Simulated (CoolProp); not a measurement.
Saturation properties of normal hydrogen.

The numbers come from the reference Helmholtz-energy equation of state, Leachman 2009 in CoolProp.

| T (K) | p (MPa) | enthalpy of vaporisation (kJ/kg) | vapour Z |
|---|---|---|---|
| 20.3 | 0.09928 | 449.0 | 0.9066 |
| 21.2 | 0.1285 | 444.4 | 0.8894 |
| 22 | 0.1591 | 439.2 | 0.8729 |
| 22.8 | 0.1947 | 432.9 | 0.8551 |
| 23.7 | 0.2410 | 424.4 | 0.8336 |
| 24.5 | 0.2883 | 415.5 | 0.8130 |
| 25.4 | 0.3489 | 403.7 | 0.7882 |
| 26.2 | 0.4099 | 391.5 | 0.7646 |
| 27.1 | 0.4869 | 375.6 | 0.7359 |
| 27.9 | 0.5635 | 359.0 | 0.7082 |
| 28.8 | 0.6593 | 337.1 | 0.6742 |
| 29.6 | 0.7537 | 314.1 | 0.6406 |
| 30.5 | 0.8710 | 282.5 | 0.5977 |
| 31.3 | 0.9860 | 246.9 | 0.5525 |
| 32.2 | 1.129 | 190.7 | 0.4863 |

It boils at 20.4 K under 1 atm.
